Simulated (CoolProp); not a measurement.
Vapour-liquid equilibrium of R1234yf (1) + isobutane (2) at 271 K; x and y are mole fractions of (1).

The numbers come from the multi-fluid Helmholtz-energy mixture model, Lemmon 2022 and Bücker 2006; pair parameters Bell 2016 in CoolProp.

Task: Give the bubble pressure and the first vapour's composition at x = 0.05, 0.2, 0.425. Is there an azeotrope?

Result: x = 0.05: 177.3 kPa, y = 0.209; x = 0.2: 235.9 kPa, y = 0.465; x = 0.425: 275.1 kPa, y = 0.611. y crosses x between x = 0.8 and 0.875: the model has an azeotrope there.

The pair parameters rest on a limited set of measurements; away from them the model extrapolates.
